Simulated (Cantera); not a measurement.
Charge: 1 mol C₂H₄, 0.13 mol CO₂, 3.4 mol N₂, held at 552 °C and 87.0 mbar.

Equilibrium computed with Cantera from the NASA thermochemical tables; the gas is ideal and each condensed phase is pure. Candidate condensed phases: C, C₆H₆, C₇H₈, C₈H₁₈, H₂O; 136 gas species. Kinetics and transport are ignored.

Base state: N₂ 0.614, H₂ 0.333, CO 0.0294, H₂O 0.0108, CH₄ 0.00874, CO₂ 0.00340, NH₃ 3.07e-5 (mole fractions); condensed: C(graphite).

Q: What changes in the equilibrium state with this change: N₂ from 3.4 to 12 mol?

A: 
```
species            before     after
----------------  -------  --------
N₂                  0.614     0.845
H₂                  0.333     0.136
CO                 0.0294    0.0145
H₂O                0.0108   0.00216
CH₄               0.00874   0.00145
CO₂               0.00340  0.000824
NH₃               3.07e-5   9.37e-6
C(graphite), mol     1.90      1.89
```
